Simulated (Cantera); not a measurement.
A perfectly stirred reactor is fed with CH4 : O2 : N2 = 1 : 3.08 : 11.6 (molar parts), equivalence ratio 0.65, at 5.00 bar; it is adiabatic with a 375 K inlet, and is followed from long to short residence time, starting on the burning branch (τ in s: 0.056, 0.028, 0.014, 0.0072, 0.0036, 0.0018, 0.00092, 0.00046, 0.00023, 0.00012, 5.9e-05).

Model: GRI-Mech 3.0 (53 species, 325 reactions), integrated in Cantera.

Q: Predict: blow-out, bracketed by the residence times tried; x(CH4) at τ = 56.0 ms; x(O2) at τ = 56.0 ms; x(CH2O) at τ = 56.0 ms; x(C2H4) at τ = 56.0 ms; x(N2O) at τ = 56.0 ms; x(CH4) at τ = 1.80 ms; x(O2) at τ = 1.80 ms; x(CH2O) at τ = 1.80 ms; x(C2H4) at τ = 1.80 ms; x(N2O) at τ = 1.80 ms.

A: blow-out, bracketed by the residence times tried: burning at 0.230 ms, out at 0.120 ms
x(CH4) at τ = 56.0 ms: 9.41e-6
x(O2) at τ = 56.0 ms: 0.0688
x(CH2O) at τ = 56.0 ms: 9.70e-7
x(C2H4) at τ = 56.0 ms: 3.39e-9
x(N2O) at τ = 56.0 ms: 5.74e-7
x(CH4) at τ = 1.80 ms: 0.000104
x(O2) at τ = 1.80 ms: 0.0697
x(CH2O) at τ = 1.80 ms: 1.24e-5
x(C2H4) at τ = 1.80 ms: 1.48e-7
x(N2O) at τ = 1.80 ms: 1.80e-6
